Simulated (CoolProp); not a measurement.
Properties of octamethyltrisiloxane (MDM) along the isotherm 575 K.

Model: reference Helmholtz-energy equation of state, Thol 2017, in CoolProp.

```json
[
 {"p (MPa)": "0.00682", "phase": "gas", "speed of sound (m/s)": "143.2", "fugacity coefficient": "0.9985"},
 {"p (MPa)": "0.0103", "phase": "gas", "speed of sound (m/s)": "143.1", "fugacity coefficient": "0.9978"},
 {"p (MPa)": "0.0155", "phase": "gas", "speed of sound (m/s)": "142.9", "fugacity coefficient": "0.9966"},
 {"p (MPa)": "0.0234", "phase": "gas", "speed of sound (m/s)": "142.7", "fugacity coefficient": "0.9949"},
 {"p (MPa)": "0.0353", "phase": "gas", "speed of sound (m/s)": "142.3", "fugacity coefficient": "0.9923"},
 {"p (MPa)": "0.0533", "phase": "gas", "speed of sound (m/s)": "141.8", "fugacity coefficient": "0.9885"},
 {"p (MPa)": "0.0804", "phase": "gas", "speed of sound (m/s)": "141.0", "fugacity coefficient": "0.9826"},
 {"p (MPa)": "0.121", "phase": "gas", "speed of sound (m/s)": "139.7", "fugacity coefficient": "0.9738"},
 {"p (MPa)": "0.183", "phase": "gas", "speed of sound (m/s)": "137.7", "fugacity coefficient": "0.9605"},
 {"p (MPa)": "0.276", "phase": "gas", "speed of sound (m/s)": "134.6", "fugacity coefficient": "0.9405"},
 {"p (MPa)": "0.416", "phase": "gas", "speed of sound (m/s)": "129.6", "fugacity coefficient": "0.9105"},
 {"p (MPa)": "0.628", "phase": "gas", "speed of sound (m/s)": "121.2", "fugacity coefficient": "0.8652"},
 {"p (MPa)": "0.947", "phase": "gas", "speed of sound (m/s)": "105.8", "fugacity coefficient": "0.7970"},
 {"p (MPa)": "1.43", "phase": "gas", "speed of sound (m/s)": "70.84", "fugacity coefficient": "0.6904"},
 {"p (MPa)": "2.16", "phase": "supercritical", "speed of sound (m/s)": "121.1", "fugacity coefficient": "0.5206"}
]
```
